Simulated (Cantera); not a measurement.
Mixture: CH₃OH : O₂ : N₂ : H₂O = 1 : 3.33 : 12.5 : 1.2 (molar parts), at 1.00 bar, adiabatic and at constant pressure. Ignition delay is the time to a rise of 400 K.

Model: GRI-Mech 3.0 (53 species, 325 reactions), integrated in Cantera. GRI-Mech 3.0 was tuned for natural gas; its chemistry of methanol as a main component is partial and can be far from experiment.

Predict: delay at 1200 K; delay at 1275 K; delay at 1350 K; delay at 1425 K; delay at 1500 K; delay at 1575 K; delay at 1650 K; apparent activation energy between 1500 and 1650 K.

delay at 1200 K: 9.62 ms
delay at 1275 K: 3.08 ms
delay at 1350 K: 1.16 ms
delay at 1425 K: 0.507 ms
delay at 1500 K: 0.252 ms
delay at 1575 K: 0.141 ms
delay at 1650 K: 87.9 µs
apparent activation energy between 1500 and 1650 K: 140 kJ/mol
